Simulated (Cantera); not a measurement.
What does this Cantera script print?

```python
import numpy as np
import cantera as ct

gas_names = """
    B BH BH2 BH3 BN BO BO2 B2 B2O B2O2 B2O3 B3O3H3 H HBO HBO2 HNO HNO2 HNO3 HO2 H2 H2O H2O2 H3B3O6 N NH
    NH2 NH3 NH2OH NO NO2 NO3 N2 N2H2 N2H4 N2O O OH O2 O3
""".split()
cond_names = """
    B(b) B(L) BN(s) B2O3(L) B3O3H3(cr) H2O(s) H2O(L)
""".split()


def load(file, names, dense=False):
    # The tables refer to 1 bar. Condensed volumes are neglected.
    table = {s.name: s for s in ct.Species.list_from_file(file)}
    out = []
    for n in names:
        d = dict(table[n].input_data)
        d["thermo"] = dict(d["thermo"], **{"reference-pressure": 1e5})
        if dense:
            d["equation-of-state"] = {"model": "constant-volume", "density": "1e6 g/cm^3"}
        out.append(ct.Species.from_dict(d))
    return out


gas = ct.Solution(thermo="ideal-gas", species=load("nasa_gas.yaml", gas_names))
cond = {s.name: ct.Solution(thermo="fixed-stoichiometry", species=[s], name=s.name)
        for s in load("nasa_condensed.yaml", cond_names, dense=True)}
atoms = {
    'B2O3': {'B': 2, 'O': 3},
    'NH3': {'N': 1, 'H': 3},
    'N2': {'N': 2},
}
top_T = {'BN(s)': 3200}  # K; cautious upper limits of use, not melting points


def equilibrate(T, P, feed):
    n = {}
    for name, mol in feed.items():
        for a, k in atoms[name].items():
            n[a] = n.get(a, 0.0) + k * mol
    gas.TPX = T, P, n
    mass = sum(n.values()) * gas.mean_molecular_weight
    gas.equilibrate("TP")
    valid = [c for c in cond.values() if c.min_temp <= T <= top_T.get(c.name, c.max_temp)]
    mix = ct.Mixture([(gas, mass / gas.mean_molecular_weight)] + [(c, 0.0) for c in valid])
    mix.T, mix.P = T, P
    mix.equilibrate("TP", solver="vcs", rtol=1e-11, max_steps=5000)
    return mix


results = []
feed = {'B2O3': 1, 'NH3': 7.4, 'N2': 110}  # mol
T = 823.15  # K
P = 19000  # Pa
mix = equilibrate(T, P, feed)
results.append((T, P, feed, dict(zip(mix.species_names, mix.species_moles))))
x = sorted(zip(gas.X, gas.species_names), reverse=True)
print(f"T = {T:g} K  P = {P:g} Pa  gas = {mix.phase_moles(0):.4g} mol")
print("   x: " + "  ".join(f"{s} {v:.3e}" for v, s in x if v > 1e-05))
print("   condensed (mol): " + ("  ".join(f"{mix.phase(i).name} {mix.phase_moles(i):.4g}"
      for i in range(1, mix.n_phases) if mix.phase_moles(i) > 1e-12) or "none"))
```

Result:

```
T = 823.15 K  P = 19000 Pa  gas = 124.8 mol
   x: N2 9.110e-01  H2 8.844e-02  H2O 4.989e-04  NH3 1.136e-05
   condensed (mol): BN(s) 0.04155  B2O3(L) 0.9792
```

Method: chemical equilibrium by Gibbs-energy minimisation in Cantera with the NASA 1993 tables (ideal gas, pure condensed phases).
